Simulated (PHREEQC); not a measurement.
Solution (25 °C): 0.105 mol HF and 0.011 mol CsF per kg of water. Closed to the air; pH follows from the charge balance.

Computed with PHREEQC (ion-association model, wateq4f.dat).

This is a speciation only: nothing precipitates in the calculation.

Problem. Order these F species by the share of F that they hold, largest first: H2F2, F-, HF, HF2-.

Solution. HF (61 %), H2F2 (23 %), F- (11 %), HF2- (5.8 %)

The pH is 2.36 and the ionic strength 0.0158 mol/kgw. wateq4f.dat counts part of the HF as a dimer, H2F2, which phreeqc.dat doesn't know; its constant is uncertain.
